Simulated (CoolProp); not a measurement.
Properties of nitrous oxide along the isobar 2.33 MPa (Tc = 309.5 K, pc = 7.245 MPa, ω = 0.161).

The numbers come from the reference Helmholtz-energy equation of state, Lemmon 2006 in CoolProp. It is a short technical equation, of lower accuracy than the large ones.

| T (K) | phase | density (kg/m³) | Joule-Thomson coefficient (K/MPa) | isothermal compressibility (1/MPa) | expansivity (1/kK) | fugacity coefficient |
|---|---|---|---|---|---|---|
| 207.7 | liquid | 1164 | -0.2164 | 0.001607 | 2.701 | 0.1427 |
| 217 | liquid | 1134 | -0.1858 | 0.001904 | 2.892 | 0.2090 |
| 226.3 | liquid | 1103 | -0.1470 | 0.002287 | 3.130 | 0.2940 |
| 235.7 | liquid | 1070 | -0.09654 | 0.002803 | 3.435 | 0.4004 |
| 245 | liquid | 1034 | -0.03102 | 0.003515 | 3.833 | 0.5267 |
| 254.3 | liquid | 995.5 | 0.05785 | 0.004563 | 4.382 | 0.6735 |
| 263.7 | gas | 60.62 | 16.07 | 0.5992 | 9.022 | 0.8168 |
| 273 | gas | 56.19 | 14.52 | 0.5592 | 7.439 | 0.8366 |
| 282.4 | gas | 52.66 | 13.18 | 0.5337 | 6.437 | 0.8536 |
| 291.7 | gas | 49.77 | 12.06 | 0.5162 | 5.745 | 0.8680 |
| 301 | gas | 47.30 | 11.09 | 0.5031 | 5.226 | 0.8806 |
| 310.4 | gas | 45.12 | 10.23 | 0.4928 | 4.814 | 0.8918 |
| 319.7 | gas | 43.22 | 9.491 | 0.4847 | 4.483 | 0.9015 |
| 329 | gas | 41.51 | 8.835 | 0.4781 | 4.205 | 0.9102 |
| 338.4 | gas | 39.94 | 8.244 | 0.4725 | 3.966 | 0.9181 |
